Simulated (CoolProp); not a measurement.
Vapour-liquid equilibrium of 1-butene (1) + n-butane (2) at 0.246 bar; x and y are mole fractions of (1).

The numbers come from the multi-fluid Helmholtz-energy mixture model, Lemmon 2005 and Bücker 2006; pair parameters Bell 2016 in CoolProp.

**Question.** Give the bubble temperature and the first vapour's composition at x = 0.45, 0.55, 0.95. Is there an azeotrope?

**Answer.** x = 0.45: 237.8 K, y = 0.518; x = 0.55: 237.2 K, y = 0.614; x = 0.95: 235.6 K, y = 0.958. No azeotrope shows between x = 0.05 and 0.95.

The pair parameters rest on a limited set of measurements; away from them the model extrapolates.
